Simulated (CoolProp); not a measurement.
Vapour-liquid equilibrium of carbon dioxide (1) + CH3F (R41) (2) at 260.9 K; x and y are mole fractions of (1).

Values from CoolProp's multi-fluid Helmholtz-energy mixture model, Span 1996 and Lemmon 2006; pair parameters Bell 2016.

| x | bubble pressure, mixture model (bar) | bubble pressure, Raoult's law (bar) | y, mixture model | y, Raoult's law |
|---|---|---|---|---|
| 0.05 | … | 14.94 | … | 0.083 |
| 0.2 | … | 16.50 | 0.269 | 0.301 |
| 0.35 | 17.73 | 18.06 | 0.440 | 0.481 |
| 0.5 | … | 19.62 | 0.593 | 0.633 |
| 0.65 | 20.72 | 21.18 | … | 0.762 |
| 0.8 | … | 22.75 | 0.858 | 0.873 |
| 0.95 | 24.20 | 24.31 | … | 0.970 |

**Question.** Complete the blanks.

**Answer.** 
- 0.05, bubble pressure, mixture model (bar): 14.90
- 0.05, y, mixture model: 0.073
- 0.2, bubble pressure, mixture model (bar): 16.32
- 0.5, bubble pressure, mixture model (bar): 19.18
- 0.65, y, mixture model: 0.733
- 0.8, bubble pressure, mixture model (bar): 22.39
- 0.95, y, mixture model: 0.967

The largest gap from Raoult's law is -2.2 % in bubble pressure, at x = 0.5. No azeotrope shows between x = 0.05 and 0.95.

The pair parameters rest on a limited set of measurements; away from them the model extrapolates.
